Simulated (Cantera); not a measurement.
# N2O furnace oxynitridation

An isothermal, constant-pressure homogeneous reactor starts with N₂O : H₂ : N₂ = 1 : 0.0038 : 5 (molar parts), at 1600 K and 63.0 Torr.

Computed with Cantera and GRI-Mech 3.0 (53 species, 325 reactions). GRI-Mech 3.0 was tuned for natural gas; its chemistry of N2O as a main component is partial and can be far from experiment. The temperature is held fixed by assumption; the heat of reaction is taken as removed at once.

```json
[
 {"t (s)": "3.00e-6", "x N₂O": "0.167", "x H₂": "0.000633", "x NO": "2.30e-8", "x OH": "5.80e-9", "x H₂O": "1.15e-11", "x O₂": "2.69e-8"},
 {"t (s)": "9.68e-6", "x N₂O": "0.167", "x H₂": "0.000633", "x NO": "2.36e-7", "x OH": "6.83e-8", "x H₂O": "4.30e-10", "x O₂": "2.75e-7"},
 {"t (s)": "3.13e-5", "x N₂O": "0.167", "x H₂": "0.000632", "x NO": "2.34e-6", "x OH": "8.18e-7", "x H₂O": "1.67e-8", "x O₂": "2.71e-6"},
 {"t (s)": "0.000101", "x N₂O": "0.166", "x H₂": "0.000628", "x NO": "2.07e-5", "x OH": "8.09e-6", "x H₂O": "5.71e-7", "x O₂": "2.39e-5"},
 {"t (s)": "0.000326", "x N₂O": "0.166", "x H₂": "0.000590", "x NO": "0.000138", "x OH": "5.20e-5", "x H₂O": "1.39e-5", "x O₂": "0.000162"},
 {"t (s)": "0.00105", "x N₂O": "0.164", "x H₂": "0.000391", "x NO": "0.000595", "x OH": "0.000143", "x H₂O": "0.000163", "x O₂": "0.000760"},
 {"t (s)": "0.00339", "x N₂O": "0.157", "x H₂": "8.37e-5", "x NO": "0.00205", "x OH": "0.000112", "x H₂O": "0.000488", "x O₂": "0.00281"},
 {"t (s)": "0.0110", "x N₂O": "0.140", "x H₂": "2.33e-6", "x NO": "0.00654", "x OH": "6.40e-5", "x H₂O": "0.000590", "x O₂": "0.00878"},
 {"t (s)": "0.0354", "x N₂O": "0.0954", "x H₂": "3.10e-7", "x NO": "0.0177", "x OH": "6.34e-5", "x H₂O": "0.000580", "x O₂": "0.0236"},
 {"t (s)": "0.114", "x N₂O": "0.0294", "x H₂": "4.47e-7", "x NO": "0.0338", "x OH": "6.13e-5", "x H₂O": "0.000561", "x O₂": "0.0460"},
 {"t (s)": "0.368", "x N₂O": "0.00117", "x H₂": "2.78e-7", "x NO": "0.0398", "x OH": "4.08e-5", "x H₂O": "0.000564", "x O₂": "0.0561"},
 {"t (s)": "1.19", "x N₂O": "1.79e-6", "x H₂": "5.64e-8", "x NO": "0.0399", "x OH": "1.81e-5", "x H₂O": "0.000575", "x O₂": "0.0566"},
 {"t (s)": "3.84", "x N₂O": "5.39e-7", "x H₂": "5.60e-8", "x NO": "0.0399", "x OH": "1.81e-5", "x H₂O": "0.000575", "x O₂": "0.0566"},
 {"t (s)": "12.4", "x N₂O": "5.35e-7", "x H₂": "5.59e-8", "x NO": "0.0397", "x OH": "1.81e-5", "x H₂O": "0.000575", "x O₂": "0.0567"},
 {"t (s)": "40.0", "x N₂O": "5.22e-7", "x H₂": "5.58e-8", "x NO": "0.0392", "x OH": "1.81e-5", "x H₂O": "0.000575", "x O₂": "0.0570"}
]
```
x: mole fraction; the columns are a selection and need not sum to one.

Equilibrium at this temperature and pressure: N₂O 2.37e-8, H₂ 4.80e-8, NO 0.00127, OH 1.94e-5, H₂O 0.000575, O₂ 0.0760 (gas phase only).
